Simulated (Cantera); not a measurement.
Mixture: 16.6 % CH4, 17.5 % O2, 65.9 % N2, at 1.00 bar, adiabatic and at constant pressure. Ignition delay is the time to a rise of 400 K.

Cantera simulation using GRI-Mech 3.0 (53 species, 325 reactions); the numbers are that mechanism's predictions, not measurements.

Problem. Predict: delay at 1073 K; delay at 1173 K; delay at 1273 K; delay at 1373 K; delay at 1473 K; delay at 1573 K; delay at 1673 K; apparent activation energy between 1473 and 1673 K.

Solution. 
```json
{
  "delay at 1073 K": "0.460 s",
  "delay at 1173 K": "97.3 ms",
  "delay at 1273 K": "24.0 ms",
  "delay at 1373 K": "6.68 ms",
  "delay at 1473 K": "2.09 ms",
  "delay at 1573 K": "0.745 ms",
  "delay at 1673 K": "0.308 ms",
  "apparent activation energy between 1473 and 1673 K": "200 kJ/mol"
}
```
